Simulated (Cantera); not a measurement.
Feed: 1 mol HMDSO, a varied amount of O₃, held at 525 °C and 7.30 Pa.

Method: chemical equilibrium by Gibbs-energy minimisation in Cantera with the NASA 1993 tables (ideal gas, pure condensed phases). Candidate condensed phases: C, C₆H₆, C₇H₈, C₈H₁₈, H₂O, Si, SiC, SiO₂; 123 gas species. The feed counts by its element totals alone. Kinetics and transport are ignored.

Question: Which condensed phases are stable at each of these points (n(O₃) (mol)): 0.21, 0.25, 0.29, 0.33, 0.39, 0.45, 0.53, 0.61, 0.71, 0.83, 0.97, 1.1?

Answer: 
```csv
n(O₃) (mol),condensed phases,Si condensed (%)
0.21,C(graphite) + SiC(s) + SiO₂(α-quartz),100.0
0.25,C(graphite) + SiC(s) + SiO₂(α-quartz),100.0
0.29,C(graphite) + SiC(s) + SiO₂(α-quartz),100.0
0.33,C(graphite) + SiC(s) + SiO₂(α-quartz),100.0
0.39,C(graphite) + SiC(s) + SiO₂(α-quartz),100.0
0.45,C(graphite) + SiC(s) + SiO₂(α-quartz),100.0
0.53,C(graphite) + SiC(s) + SiO₂(α-quartz),100.0
0.61,C(graphite) + SiC(s) + SiO₂(α-quartz),100.0
0.71,C(graphite) + SiC(s) + SiO₂(α-quartz),100.0
0.83,C(graphite) + SiC(s) + SiO₂(α-quartz),100.0
0.97,C(graphite) + SiC(s) + SiO₂(α-quartz),100.0
1.1,C(graphite) + SiO₂(α-quartz),100.0
```

From 0.21 mol O₃ to 0.97 mol O₃ the condensed part is C(graphite) + SiC(s) + SiO₂(α-quartz). At 1.1 mol O₃ the condensed part is C(graphite) + SiO₂(α-quartz).
